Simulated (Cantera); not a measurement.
HF + O2 + N2 + H2 (abatement and gas-phase synthesis)

A closed system holds: 1 mol HF, a varied amount of O2, 7.8 mol N2, 0.047 mol H2, equilibrated at 2227 °C and 0.133 bar.

Method: chemical equilibrium by Gibbs-energy minimisation in Cantera with the NASA 1993 tables (ideal gas, pure condensed phases). Candidate condensed phases: H2O; 40 gas species. Rates play no part.

From 0.02 mol O2 to 0.96 mol O2 nothing is condensed.

| n(O2) (mol) | log p N2 | log p HF | log p O2 | log p NO | log p O |
|---|---|---|---|---|---|
| 0.02 | -0.93 | -1.82 | -4.45 | -3.94 | -4.06 |
| 0.035 | -0.93 | -1.83 | -3.93 | -3.68 | -3.81 |
| 0.061 | -0.93 | -1.83 | -3.49 | -3.46 | -3.58 |
| 0.11 | -0.94 | -1.83 | -3.08 | -3.26 | -3.38 |
| 0.18 | -0.94 | -1.83 | -2.79 | -3.11 | -3.23 |
| 0.32 | -0.95 | -1.84 | -2.48 | -2.96 | -3.08 |
| 0.56 | -0.96 | -1.85 | -2.21 | -2.83 | -2.94 |
| 0.96 | -0.98 | -1.87 | -1.96 | -2.72 | -2.82 |
log p: log10 of the partial pressure in bar; nothing condenses.
